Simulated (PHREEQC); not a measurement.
A column of 0.2 m (30 cells, dispersivity 0.016 m, 3600 s a shift, diffusion coefficient 3e-10 m²/s) holds 0.11 eq of the database's cation exchanger X per kg of pore water, first in equilibrium with 0.00049 mol MgCl2, 0.0032 mol CdCl2 and 1e-05 mol HCl per kg of water. It is flushed with 0.0041 mol CdCl2, 0.021 mol ZnSO4 and 1e-05 mol HCl per kg of water, at 25 °C. Values are for the last cell. No CO2 enters from the air. Nothing may precipitate in this run.

The series has 31 steps of pore volumes, from 0 to 7.017.

The numbers come from PHREEQC with the ion-association model, phreeqc.dat.

Task: After how many pore volumes does S at the outlet first reach half of its feed value?

Result: By 0.95 pore volumes.

Task: After how many pore volumes does Zn at the outlet first reach half of its feed value?

Result: By 3.3 pore volumes.

Species that the database lacks are ignored.
